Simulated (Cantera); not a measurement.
Charge: 1 mol CaCO3, 6.2 mol H2, 0.57 mol H2O, equilibrated at 0.000810 bar.

Cantera equilibrium calculation (NASA polynomials, part measured and part estimated; ideal gas, pure solids and liquids). Candidate condensed phases: C, C6H6, C7H8, C8H18, Ca, CaCO3, CaO, Ca(OH)2, H2O; 115 gas species. The numbers say what is thermodynamically allowed, not how fast it happens.

Problem. Which condensed phases are stable at each of these points (T (K)): 550, 650, 750, 850, 950, 1050, 1150, 1250, 1350, 1450, 1550, 1650, 1750, 1850?

Solution. 
```tsv
T (K)	condensed phases	Ca condensed (%)
550	CaCO3(calcite) + CaO(s)	100.0
650	CaCO3(calcite) + CaO(s)	100.0
750	CaCO3(calcite) + CaO(s)	100.0
850	CaO(s)	100.0
950	CaO(s)	100.0
1050	CaO(s)	100.0
1150	CaO(s)	100.0
1250	CaO(s)	100.0
1350	CaO(s)	100.0
1450	CaO(s)	100.0
1550	CaO(s)	100.0
1650	CaO(s)	100.0
1750	CaO(s)	100.0
1850	CaO(s)	100.0
```

From 550 K to 750 K the condensed part is CaCO3(calcite) + CaO(s). From 850 K to 1850 K the condensed part is CaO(s).
